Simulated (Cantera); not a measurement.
Source: NASA polynomial tables (part measured, part estimated), evaluated in Cantera. Values are per mole of reaction as written; species without (g) are pure solids or liquids, kept so even where they would boil at 1 bar.

5 O3(g) + 6 BN = 3 B2O3(g) + 6 NO(g)

| T (K) | ΔH° (kJ) | ΔS° (J/K) | ΔG° (kJ) | log10 K |
|---|---|---|---|---|
| 300 | ___ | ___ | ___ | ___ |
| 600 | ___ | ___ | ___ | ___ |
| 750 | -1163.8 | 839.6 | -1793.5 | 124.91 |
| 900 | ___ | ___ | ___ | ___ |
| 1050 | ___ | ___ | ___ | ___ |
| 1200 | -1186.0 | 816.7 | -2166.1 | 94.28 |
| 1350 | -1194.2 | 810.3 | -2288.1 | 88.53 |
| 1500 | -1203.3 | 803.9 | -2409.2 | 83.89 |
| 1650 | -1213.8 | 797.2 | -2529.2 | 80.07 |
| 1800 | -1226.0 | 790.2 | -2648.3 | 76.85 |
| 1950 | -1240.3 | 782.5 | -2766.2 | 74.10 |
| 2100 | -1256.8 | 774.4 | -2883.0 | 71.71 |

**Question.** Fill in the missing entries.

**Answer.** 
- 300, ΔH° (kJ): -1163.7
- 300, ΔS° (J/K): 832.5
- 300, ΔG° (kJ): -1413.4
- 300, log10 K: 246.10
- 600, ΔH° (kJ): -1159.1
- 600, ΔS° (J/K): 846.5
- 600, ΔG° (kJ): -1667.0
- 600, log10 K: 145.12
- 900, ΔH° (kJ): -1170.2
- 900, ΔS° (J/K): 831.8
- 900, ΔG° (kJ): -1918.9
- 900, log10 K: 111.37
- 1050, ΔH° (kJ): -1178.0
- 1050, ΔS° (J/K): 823.8
- 1050, ΔG° (kJ): -2043.0
- 1050, log10 K: 101.63
